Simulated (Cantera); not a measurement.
Input (Python, Cantera) and output of one run.

```python
import numpy as np
import cantera as ct

gas_names = """
    F FO FO2 F2 F2O N NF NF2 NF3 NO NO2 NO3 N2 N2O O O2 O3 Si SiF SiF2 SiF3 SiF4 SiN SiO SiO2 Si2 Si2N
    Si3
""".split()
cond_names = """
    Si(cr) Si(L) SiO2(Lqz) SiO2(hqz) SiO2(L) Si2N2O(s) Si3N4(a)
""".split()


def load(file, names, dense=False):
    # The tables refer to 1 bar. Condensed volumes are neglected.
    table = {s.name: s for s in ct.Species.list_from_file(file)}
    out = []
    for n in names:
        d = dict(table[n].input_data)
        d["thermo"] = dict(d["thermo"], **{"reference-pressure": 1e5})
        if dense:
            d["equation-of-state"] = {"model": "constant-volume", "density": "1e6 g/cm^3"}
        out.append(ct.Species.from_dict(d))
    return out


gas = ct.Solution(thermo="ideal-gas", species=load("nasa_gas.yaml", gas_names))
cond = {s.name: ct.Solution(thermo="fixed-stoichiometry", species=[s], name=s.name)
        for s in load("nasa_condensed.yaml", cond_names, dense=True)}
atoms = {
    'SiF4': {'Si': 1, 'F': 4},
    'O3': {'O': 3},
    'N2': {'N': 2},
}
top_T = {'Si2N2O(s)': 2100, 'Si3N4(a)': 2400}  # K; cautious upper limits of use, not melting points


def equilibrate(T, P, feed):
    n = {}
    for name, mol in feed.items():
        for a, k in atoms[name].items():
            n[a] = n.get(a, 0.0) + k * mol
    gas.TPX = T, P, n
    mass = sum(n.values()) * gas.mean_molecular_weight
    gas.equilibrate("TP")
    valid = [c for c in cond.values() if c.min_temp <= T <= top_T.get(c.name, c.max_temp)]
    mix = ct.Mixture([(gas, mass / gas.mean_molecular_weight)] + [(c, 0.0) for c in valid])
    mix.T, mix.P = T, P
    mix.equilibrate("TP", solver="vcs", rtol=1e-11, max_steps=5000)
    return mix


results = []
feed = {'SiF4': 1, 'O3': 1.7, 'N2': 30}  # mol
T = 650  # K
P = 29  # Pa
mix = equilibrate(T, P, feed)
results.append((T, P, feed, dict(zip(mix.species_names, mix.species_moles))))
x = sorted(zip(gas.X, gas.species_names), reverse=True)
print(f"T = {T:g} K  P = {P:g} Pa  gas = {mix.phase_moles(0):.4g} mol")
print("   x: " + "  ".join(f"{s} {v:.3e}" for v, s in x if v > 0.001))
print("   condensed (mol): " + ("  ".join(f"{mix.phase(i).name} {mix.phase_moles(i):.4g}"
      for i in range(1, mix.n_phases) if mix.phase_moles(i) > 1e-12) or "none"))
```

It prints:

```
T = 650 K  P = 29 Pa  gas = 33.55 mol
   x: N2 8.942e-01  O2 7.601e-02  SiF4 2.981e-02
   condensed (mol): none
```

Equilibrium computed with Cantera from the NASA thermochemical tables; the gas is ideal and each condensed phase is pure.
